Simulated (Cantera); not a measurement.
## B + O₂ + N₂ (boron, boron nitride and boron oxide)

Input: 1 mol B, 9 mol O₂, 57 mol N₂, held at 2098.15 K and 0.000830 bar.

Equilibrium computed with Cantera from the NASA thermochemical tables; the gas is ideal and each condensed phase is pure. Candidate condensed phases: B, BN, B₂O₃; 17 gas species. Rates play no part.

```
Quantity                            Result
-------------------------------  ---------
x(N₂)                                0.854
x(O₂)                                0.110
x(O)                                0.0158
x(BO₂)                             0.00924
x(NO)                              0.00747
x(B₂O₃)                            0.00270
x(BO)                             0.000403
gas amount                       66.45 mol
log10 activity of B(s) (absent)      -9.15
```
